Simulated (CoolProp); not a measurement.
The fluoroketone C6F12O (FK-5-1-12) at 339.54 K and 0.133 MPa is throttled through a valve to 0.0837 MPa with no heat exchange. Each further row changes one setting.

Model: reference Helmholtz-energy equation of state, McLinden 2015, in CoolProp.

```tsv
case	temperature change (K)	final density (kg/m³)
as stated	-1.0	9.82
outlet pressure 0.0251 MPa	-2.1	2.86
outlet pressure 0.109 MPa	-0.5	13.0
```
